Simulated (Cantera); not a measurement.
# Formation from one mole of O2

Cantera with NASA thermochemical tables; ideal gases at 1 bar, condensed phases pure. Values are per mole of reaction as written; species without (g) are pure solids or liquids, kept so even where they would boil at 1 bar.

0.8 V + O2(g) ⇌ 0.4 V2O5

```json
[
 {"T (K)": "1873", "ΔH° (kJ)": "-574.6", "ΔS° (J/K)": "-126.6", "ΔG° (kJ)": "-337.6", "log10 K": "9.41", "condensed phases": "V(s), V2O5(l)"},
 {"T (K)": "1948", "ΔH° (kJ)": "-574.1", "ΔS° (J/K)": "-126.3", "ΔG° (kJ)": "-328.1", "log10 K": "8.80", "condensed phases": "V(s), V2O5(l)"},
 {"T (K)": "2023", "ΔH° (kJ)": "-573.6", "ΔS° (J/K)": "-126.1", "ΔG° (kJ)": "-318.6", "log10 K": "8.23", "condensed phases": "V(s), V2O5(l)"},
 {"T (K)": "2098", "ΔH° (kJ)": "-573.3", "ΔS° (J/K)": "-125.9", "ΔG° (kJ)": "-309.2", "log10 K": "7.70", "condensed phases": "V(s), V2O5(l)"},
 {"T (K)": "2173", "ΔH° (kJ)": "-573.0", "ΔS° (J/K)": "-125.8", "ΔG° (kJ)": "-299.7", "log10 K": "7.20", "condensed phases": "V(s), V2O5(l)"},
 {"T (K)": "2248", "ΔH° (kJ)": "-591.2", "ΔS° (J/K)": "-134.0", "ΔG° (kJ)": "-289.8", "log10 K": "6.73", "condensed phases": "V(l), V2O5(l)"},
 {"T (K)": "2323", "ΔH° (kJ)": "-591.1", "ΔS° (J/K)": "-134.0", "ΔG° (kJ)": "-279.8", "log10 K": "6.29", "condensed phases": "V(l), V2O5(l)"},
 {"T (K)": "2398", "ΔH° (kJ)": "-591.0", "ΔS° (J/K)": "-134.0", "ΔG° (kJ)": "-269.7", "log10 K": "5.87", "condensed phases": "V(l), V2O5(l)"},
 {"T (K)": "2473", "ΔH° (kJ)": "-591.0", "ΔS° (J/K)": "-134.0", "ΔG° (kJ)": "-259.7", "log10 K": "5.48", "condensed phases": "V(l), V2O5(l)"},
 {"T (K)": "2548", "ΔH° (kJ)": "-591.0", "ΔS° (J/K)": "-134.0", "ΔG° (kJ)": "-249.6", "log10 K": "5.12", "condensed phases": "V(l), V2O5(l)"},
 {"T (K)": "2623", "ΔH° (kJ)": "-591.0", "ΔS° (J/K)": "-134.0", "ΔG° (kJ)": "-239.6", "log10 K": "4.77", "condensed phases": "V(l), V2O5(l)"}
]
```

Nb + O2(g) ⇌ NbO2

```json
[
 {"T (K)": "1873", "ΔH° (kJ)": "-764.9", "ΔS° (J/K)": "-156.3", "ΔG° (kJ)": "-472.2", "log10 K": "13.17", "condensed phases": "Nb(s), NbO2(s)"},
 {"T (K)": "1948", "ΔH° (kJ)": "-764.0", "ΔS° (J/K)": "-155.8", "ΔG° (kJ)": "-460.5", "log10 K": "12.35", "condensed phases": "Nb(s), NbO2(s)"},
 {"T (K)": "2023", "ΔH° (kJ)": "-763.1", "ΔS° (J/K)": "-155.3", "ΔG° (kJ)": "-448.9", "log10 K": "11.59", "condensed phases": "Nb(s), NbO2(s)"},
 {"T (K)": "2098", "ΔH° (kJ)": "-762.2", "ΔS° (J/K)": "-154.9", "ΔG° (kJ)": "-437.2", "log10 K": "10.89", "condensed phases": "Nb(s), NbO2(s)"},
 {"T (K)": "2173", "ΔH° (kJ)": "-761.4", "ΔS° (J/K)": "-154.5", "ΔG° (kJ)": "-425.6", "log10 K": "10.23", "condensed phases": "Nb(s), NbO2(s)"},
 {"T (K)": "2248", "ΔH° (kJ)": "-667.9", "ΔS° (J/K)": "-111.5", "ΔG° (kJ)": "-417.2", "log10 K": "9.69", "condensed phases": "Nb(s), NbO2(l)"},
 {"T (K)": "2323", "ΔH° (kJ)": "-666.4", "ΔS° (J/K)": "-110.9", "ΔG° (kJ)": "-408.8", "log10 K": "9.19", "condensed phases": "Nb(s), NbO2(l)"},
 {"T (K)": "2398", "ΔH° (kJ)": "-665.0", "ΔS° (J/K)": "-110.3", "ΔG° (kJ)": "-400.5", "log10 K": "8.72", "condensed phases": "Nb(s), NbO2(l)"},
 {"T (K)": "2473", "ΔH° (kJ)": "-663.7", "ΔS° (J/K)": "-109.8", "ΔG° (kJ)": "-392.3", "log10 K": "8.29", "condensed phases": "Nb(s), NbO2(l)"},
 {"T (K)": "2548", "ΔH° (kJ)": "-662.5", "ΔS° (J/K)": "-109.3", "ΔG° (kJ)": "-384.1", "log10 K": "7.87", "condensed phases": "Nb(s), NbO2(l)"},
 {"T (K)": "2623", "ΔH° (kJ)": "-661.4", "ΔS° (J/K)": "-108.8", "ΔG° (kJ)": "-375.9", "log10 K": "7.49", "condensed phases": "Nb(s), NbO2(l)"}
]
```

Ta + O2(g) ⇌ TaO2(g)

```
T (K)  ΔH° (kJ)  ΔS° (J/K)  ΔG° (kJ)  log10 K
-----  --------  ---------  --------  -------
1873     -213.5       19.2    -249.4     6.96
1948     -214.3       18.8    -250.8     6.73
2023     -215.1       18.3    -252.2     6.51
2098     -216.0       17.9    -253.6     6.31
2173     -216.9       17.5    -254.9     6.13
2248     -217.8       17.1    -256.2     5.95
2323     -218.8       16.6    -257.5     5.79
2398     -219.8       16.2    -258.7     5.64
2473     -220.9       15.8    -259.9     5.49
2548     -222.0       15.3    -261.1     5.35
2623     -223.2       14.9    -262.2     5.22
```
